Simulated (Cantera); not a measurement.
An isothermal, constant-pressure homogeneous reactor starts with CH4 : H2O = 1 : 0.55 (molar parts), at 2048 K and 440000 Pa.

Detailed kinetics in Cantera: GRI-Mech 3.0 (53 species, 325 reactions). GRI-Mech 3.0 stops at C3 and has no aromatics, soot or wall deposition, so with more carbon than oxygen in the feed, carbon stays in small species such as C2H2 where larger ones or solid carbon would form.

One state of this run: x CH4 = 0.0156; x H2O = 0.0564; x O = 3.75e-9; x HCO = 1.72e-7; x HO2 = <1e-12; x H2 = 0.695. x: mole fraction; the columns are a selection and need not sum to one.

Q: Which value of t (s) does it belong to?
A. 0.0168
B. 0.00691
C. 0.0406
D. 20.0

A: B, 0.00691
